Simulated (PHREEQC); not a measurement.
1.8 g of hydrous ferric oxide (600 m²/g; 0.2 weak and 0.005 strong sites per Fe, Dzombak-Morel constants, diffuse double layer) in 1 kg of water with 0.001 mol/kgw of an inert sodium salt and 0.00017 mol/kgw Na2SO4, at 25 °C; the pH is set by adding NaOH or the inert anion's acid. Oxygen is held at 0.21 atm. No CO2 enters from the air. Nothing may precipitate in this run.

Equilibrium calculation in PHREEQC: ion-association model, wateq4f.dat.

```json
[
 {"pH": "4", "S sorbed (%)": "100.0", "surface charge σ (C/m²)": "0.131", "surface potential ψ (mV)": "199"},
 {"pH": "4.67", "S sorbed (%)": "100.0", "surface charge σ (C/m²)": "0.073", "surface potential ψ (mV)": "174"},
 {"pH": "5.33", "S sorbed (%)": "[?]", "surface charge σ (C/m²)": "[?]", "surface potential ψ (mV)": "144"},
 {"pH": "6", "S sorbed (%)": "98.9", "surface charge σ (C/m²)": "0.019", "surface potential ψ (mV)": "110"},
 {"pH": "6.67", "S sorbed (%)": "85.2", "surface charge σ (C/m²)": "0.009", "surface potential ψ (mV)": "75"},
 {"pH": "7.33", "S sorbed (%)": "[?]", "surface charge σ (C/m²)": "0.004", "surface potential ψ (mV)": "42"},
 {"pH": "8", "S sorbed (%)": "2.7", "surface charge σ (C/m²)": "0.001", "surface potential ψ (mV)": "[?]"},
 {"pH": "8.67", "S sorbed (%)": "0.1", "surface charge σ (C/m²)": "[?]", "surface potential ψ (mV)": "-32"},
 {"pH": "9.33", "S sorbed (%)": "0.0", "surface charge σ (C/m²)": "-0.008", "surface potential ψ (mV)": "-70"},
 {"pH": "10", "S sorbed (%)": "0.0", "surface charge σ (C/m²)": "-0.019", "surface potential ψ (mV)": "-106"},
 {"pH": "10.67", "S sorbed (%)": "0.0", "surface charge σ (C/m²)": "-0.041", "surface potential ψ (mV)": "[?]"},
 {"pH": "11.33", "S sorbed (%)": "0.0", "surface charge σ (C/m²)": "-0.093", "surface potential ψ (mV)": "-164"},
 {"pH": "12", "S sorbed (%)": "0.0", "surface charge σ (C/m²)": "-0.206", "surface potential ψ (mV)": "-174"}
]
```

Task: Some entries are withheld; supply them.

Result: 
- 5.33, S sorbed (%): 99.9
- 5.33, surface charge σ (C/m²): 0.038
- 7.33, S sorbed (%): 31.4
- 8, surface potential ψ (mV): 6
- 8.67, surface charge σ (C/m²): -0.003
- 10.67, surface potential ψ (mV): -139
